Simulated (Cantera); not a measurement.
A closed system holds: 1 mol Si3N4, 16 mol HF, 22 mol Cl2, equilibrated at 0.650 bar.

Cantera equilibrium calculation (NASA polynomials, part measured and part estimated; ideal gas, pure solids and liquids). Candidate condensed phases: NH4Cl, Si, Si3N4; 49 gas species. Equilibrium is a limit: real reactors are often held back by kinetics, nucleation or transport. All values below are at 1500 K.

Base state: Cl2 0.400, HCl 0.317, HF 0.106, SiF4 0.0792, N2 0.0528, Cl 0.0458 (mole fractions); condensed: gas only.

Task: What changes in the equilibrium state with this change: pressure from 0.650 bar to 4.10 mbar?

Result: 
```csv
species,before,after
Cl,0.0458,0.372
HCl,0.317,0.264
Cl2,0.400,0.166
SiF4,0.0792,0.0660
N2,0.0528,0.0440
HF,0.106,0.0880
```
